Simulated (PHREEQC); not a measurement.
1 kg of water holding 5.7 mmol/kgw Na2CO3 and 4.6 mmol/kgw NaHCO3 is evaporated at 25 °C; the solids stay in contact with the brine. CO2 is held at log p = -3.4 (atm). Only these solids could form: Nahcolite, Natron, Trona.

Base run: PHREEQC, Pitzer model, pitzer.dat. Each further column changes one thing. The table gives ionic strength.

```
H2O removed (mol)    base  temperature from 25 to 75 °C  temperature from 25 to 5 °C
-----------------  ------  ----------------------------  ---------------------------
0                  0.0178                        0.0193                       0.0171
24.69              0.0337                        0.0364                       0.0321
38.4               0.0639                        0.0684                       0.0608
46.01               0.120                         0.127                        0.115
50.23               0.225                         0.235                        0.216
52.58               0.416                         0.431                        0.403
53.88               0.765                         0.785                        0.747
54.6                 1.40                          1.43                         1.37
55.01                2.55                          2.58                         2.52
55.23                4.61                          4.63                         4.58
```

 At this temperature some constants are extrapolated from 25 °C, and those without enthalpy data are left unchanged.
